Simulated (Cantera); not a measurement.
## Boron, boron nitride and boron oxide: B2O3 + H2O + N2

Input: 1 mol B2O3, 1.8 mol H2O, 4.7 mol N2, equilibrated at 1902 °C and 1.00 bar.

Method: chemical equilibrium by Gibbs-energy minimisation in Cantera with the NASA 1993 tables (ideal gas, pure condensed phases). Candidate condensed phases: B, BN, B2O3, B3O3H3, H2O; 39 gas species. The numbers say what is thermodynamically allowed, not how fast it happens.

```json
{
  "x(N2)": "0.624",
  "x(HBO2)": "0.192",
  "x(H2O)": "0.138",
  "x(B2O3)": "0.0358",
  "x(H2)": "0.00432",
  "x(BO2)": "0.00230",
  "x(OH)": "0.00138",
  "x(O2)": "0.000969",
  "x(NO)": "0.000721",
  "gas_amount": "7.526 mol",
  "log10 activity of B(s) (absent)": "-7.44"
}
```
